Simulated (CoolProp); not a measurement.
Ethylene along the isotherm 450 K: fugacity coefficient from the reference equation and from simpler models built on Tc = 282.4 K, pc = 50.42 bar, ω = 0.087; each cubic takes its own stable root.

The numbers come from the reference Helmholtz-energy equation of state, Smukala 2000 in CoolProp.

| p (bar) | phase | reference |
|---|---|---|
| 9 | gas | 0.9877 |
| 18 | gas | 0.9757 |
| 27 | gas | 0.9639 |
| 36 | gas | 0.9524 |
| 45 | gas | 0.9411 |
| 54 | supercritical | 0.9301 |
| 63 | supercritical | 0.9194 |
| 72 | supercritical | 0.9090 |
| 81 | supercritical | 0.8988 |
| 90 | supercritical | 0.8890 |
| 99 | supercritical | 0.8795 |
| 108 | supercritical | 0.8703 |
| 117 | supercritical | 0.8615 |
| 126 | supercritical | 0.8530 |

Problem. How far does each simpler model (van der Waals, Redlich-Kwong, Peng-Robinson) lie from the reference over these 14 states: mean and median of the absolute difference, and the worst?

Solution. 
- van der Waals: mean 2.8 %, median 2.8 %, worst -5.4 % at 450 K and 126 bar
- Redlich-Kwong: mean 1.1 %, median 1.1 %, worst -1.8 % at 450 K and 126 bar
- Peng-Robinson: mean 1.6 %, median 1.8 %, worst -2.5 % at 450 K and 126 bar
